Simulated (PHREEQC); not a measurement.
1 kg of water holding 0.43 mol/kgw NaOH and 0.29 mol/kgw Na2SO4 meets 20 L of dry gas (CO2 1 by moles) at fixed total pressure, at 5 atm; fugacities by Peng-Robinson. The gases take part in no redox reaction, some water evaporates into the gas, and hydrates or a liquid gas phase aren't modelled. No solid was allowed to form.

All values are PHREEQC results (Pitzer model, pitzer.dat), not measurements.

```json
[
 {"T (°C)": "10", "dissolved CO2 (all carbonate carbon) (mol/kgw)": "0.638", "φ of CO2": "0.968", "pH": "6.39"},
 {"T (°C)": "20", "dissolved CO2 (all carbonate carbon) (mol/kgw)": "0.583", "φ of CO2": "0.971", "pH": "6.43"},
 {"T (°C)": "30", "dissolved CO2 (all carbonate carbon) (mol/kgw)": "0.547", "φ of CO2": "0.974", "pH": "(withheld)"},
 {"T (°C)": "40", "dissolved CO2 (all carbonate carbon) (mol/kgw)": "0.522", "φ of CO2": "0.976", "pH": "6.55"},
 {"T (°C)": "50", "dissolved CO2 (all carbonate carbon) (mol/kgw)": "(withheld)", "φ of CO2": "0.979", "pH": "6.61"},
 {"T (°C)": "60", "dissolved CO2 (all carbonate carbon) (mol/kgw)": "0.493", "φ of CO2": "0.981", "pH": "6.69"},
 {"T (°C)": "70", "dissolved CO2 (all carbonate carbon) (mol/kgw)": "(withheld)", "φ of CO2": "0.982", "pH": "6.76"},
 {"T (°C)": "80", "dissolved CO2 (all carbonate carbon) (mol/kgw)": "0.477", "φ of CO2": "0.984", "pH": "(withheld)"},
 {"T (°C)": "90", "dissolved CO2 (all carbonate carbon) (mol/kgw)": "0.471", "φ of CO2": "0.986", "pH": "6.94"}
]
```

Problem. Complete the blanks.

Solution. 
- 30, pH: 6.49
- 50, dissolved CO2 (all carbonate carbon) (mol/kgw): 0.505
- 70, dissolved CO2 (all carbonate carbon) (mol/kgw): 0.484
- 80, pH: 6.85

Complexes and solids missing from the database can't appear. In brines, pH and single-ion activities rest on the MacInnes convention. Away from 25 °C the constants follow the database's enthalpies or fits; those with neither stay at their 25 °C values.
